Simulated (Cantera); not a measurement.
An adiabatic, constant-pressure homogeneous reactor starts with CH3OH : O2 : N2 = 1 : 0.833 : 3.13 (molar parts), at 1423 K and 0.850 bar. Integrator tolerance rtol = 1e-08.

Model: GRI-Mech 3.0 (53 species, 325 reactions), integrated in Cantera. GRI-Mech 3.0 was tuned for natural gas; its chemistry of methanol as a main component is partial and can be far from experiment.

Task: What does this change do: constant volume in place of constant pressure?

Result: 
| quantity | before | after |
|---|---|---|
| time of steepest temperature rise | 0.475 ms | 0.441 ms |
| temperature at 0.400 s | 2582 K | 2814 K |
| equilibrium temperature | 2582 K | 2814 K |
| x(CH3OH) at 0.400 s | <1e-12 (gas-phase equilibrium <1e-12) | <1e-12 (gas-phase equilibrium <1e-12) |
| x(O2) at 0.400 s | 0.000470 (gas-phase equilibrium 0.000470) | 0.00124 (gas-phase equilibrium 0.00124) |
| x(CO2) at 0.400 s | 0.0423 (gas-phase equilibrium 0.0423) | 0.0386 (gas-phase equilibrium 0.0386) |
| x(C2H6) at 0.400 s | <1e-12 (gas-phase equilibrium <1e-12) | <1e-12 (gas-phase equilibrium <1e-12) |
| x(OH) at 0.400 s | 0.00620 (gas-phase equilibrium 0.00620) | 0.0115 (gas-phase equilibrium 0.0115) |
